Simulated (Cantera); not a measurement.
Feed: 1 mol B2H6, 0.088 mol H2O, 15 mol N2, held at 1425 K and 0.00170 bar.

These are equilibrium values from Cantera (NASA tables, ideal gas, pure condensed phases), not measurements of a reactor. Candidate condensed phases: B, BN, B2O3, B3O3H3, H2O; 39 gas species. The feed counts by its element totals alone. N2 is the only nitrogen source here; it is nearly inert below about 1500 K, so the nitride shown seldom forms there in practice. Kinetics and transport are ignored.

Base state: N2 0.818, H2 0.179, HBO2 0.00129, HBO 0.000813, B2O3 0.000522, H2O 9.50e-5, H 7.00e-5, B2O2 3.41e-5 (mole fractions); condensed: BN(s).

Q: What changes in the equilibrium state with this change: B2H6 replaced by BCl3?

A: 
| species | before | after |
|---|---|---|
| N2 | 0.818 | 0.927 |
| BCl3 | 0 | 0.0560 |
| HCl | 0 | 0.0109 |
| H2 | 0.179 | 2.31e-6 |
| BOCl | 0 | 0.00518 |
| Cl | 0 | 0.000969 |
| BCl2 | 0 | 0.000117 |
| H2O | 9.50e-5 | <1e-9 |
| BN(s), mol | 1.94 | 0.00443 |
The tables' values for BOCl, BCl2 are old estimates; treat these amounts as uncertain. Further candidate phases: NH4Cl.
